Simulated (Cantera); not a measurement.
## Gas activation for diamond growth

An isothermal, constant-pressure homogeneous reactor starts with 4.12 % CH₄, 95.9 % H₂, at 2450 K and 4700 Pa.

Computed with Cantera and GRI-Mech 3.0 (53 species, 325 reactions). GRI-Mech 3.0 stops at C3 and has no aromatics, soot or wall deposition, so with more carbon than oxygen in the feed, carbon stays in small species such as C2H2 where larger ones or solid carbon would form. Radical loss at walls, strong at low pressure, is not modelled.

```
t (s)        x CH₄   x H₂     x CH₃    x C₂H₆     x C₂H   x C₂H₂
--------  --------  -----  --------  --------  --------  -------
4.00e-5     0.0388  0.956   0.00230   8.60e-7  6.98e-10  3.40e-6
9.19e-5     0.0357  0.952   0.00476   3.03e-6   4.52e-8  9.61e-5
0.000211    0.0288  0.947   0.00796   5.43e-6   1.50e-6  0.00152
0.000486    0.0161  0.946   0.00697   2.79e-6   1.24e-5  0.00806
0.00112    0.00532  0.947   0.00292   3.83e-7   3.00e-5   0.0154
0.00257    0.00126  0.944  0.000854   2.57e-8   4.42e-5   0.0183
0.00590   0.000288  0.938  0.000238   1.58e-9   5.58e-5   0.0190
0.0136     6.99e-5  0.929   7.12e-5  1.09e-10   6.90e-5   0.0191
0.0312     2.11e-5  0.915   2.73e-5  1.21e-11   8.75e-5   0.0190
0.0716     1.16e-5  0.901   1.86e-5  4.32e-12  0.000108   0.0189
0.165      9.51e-6  0.894   1.68e-5  3.14e-12  0.000118   0.0188
0.379      9.35e-6  0.893   1.67e-5  3.06e-12  0.000119   0.0188
0.870      9.35e-6  0.893   1.67e-5  3.05e-12  0.000119   0.0188
2.00       9.35e-6  0.893   1.67e-5  3.05e-12  0.000119   0.0188
```
x: mole fraction; the columns are a selection and need not sum to one.

Equilibrium at this temperature and pressure: CH₄ 9.45e-6, H₂ 0.893, CH₃ 1.69e-5, C₂H₆ 3.12e-12, C₂H 0.000119, C₂H₂ 0.0188 (gas phase only).
